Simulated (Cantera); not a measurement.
An isothermal, constant-pressure homogeneous reactor starts with C2H6 : H2 = 1 : 56 (molar parts), at 1500 K and 160 Pa. Integrator tolerance rtol = 1e-08.

Model: GRI-Mech 3.0 (53 species, 325 reactions), integrated in Cantera. GRI-Mech 3.0 stops at C3 and has no aromatics, soot or wall deposition, so with more carbon than oxygen in the feed, carbon stays in small species such as C2H2 where larger ones or solid carbon would form. Radical loss at walls, strong at low pressure, is not modelled.

### Question
What does this change do: H2 56 to 9.1 parts?

### Answer
```json
[
 {"quantity": "x(C2H6) at 20.0 s", "before": "3.18e-7 (gas-phase equilibrium 1.01e-10)", "after": "4.09e-6 (gas-phase equilibrium 4.32e-10)"},
 {"quantity": "x(H2) at 20.0 s", "before": "0.974 (gas-phase equilibrium 0.983)", "after": "0.878 (gas-phase equilibrium 0.917)"},
 {"quantity": "x(CH4) at 20.0 s", "before": "0.0161 (gas-phase equilibrium 0.000171)", "after": "0.0672 (gas-phase equilibrium 0.000341)"},
 {"quantity": "x(C2H4) at 20.0 s", "before": "1.84e-5 (gas-phase equilibrium 7.47e-6)", "after": "0.000227 (gas-phase equilibrium 3.41e-5)"},
 {"quantity": "x(CH2) at 20.0 s", "before": "3.00e-8 (gas-phase equilibrium 5.74e-10)", "after": "6.69e-8 (gas-phase equilibrium 1.23e-9)"}
]
```

### Question
What does this change do: temperature 1500 to 1275 K?

### Answer
```csv
quantity,before,after
x(C2H6) at 20.0 s,3.18e-7 (gas-phase equilibrium 1.01e-10),1.97e-7 (gas-phase equilibrium 9.92e-9)
x(H2) at 20.0 s,0.974 (gas-phase equilibrium 0.983),0.975 (gas-phase equilibrium 0.982)
x(CH4) at 20.0 s,0.0161 (gas-phase equilibrium 0.000171),0.0161 (gas-phase equilibrium 0.00286)
x(C2H4) at 20.0 s,1.84e-5 (gas-phase equilibrium 7.47e-6),0.00245 (gas-phase equilibrium 9.69e-5)
x(CH2) at 20.0 s,3.00e-8 (gas-phase equilibrium 5.74e-10),1.59e-11 (gas-phase equilibrium 1.14e-11)
```
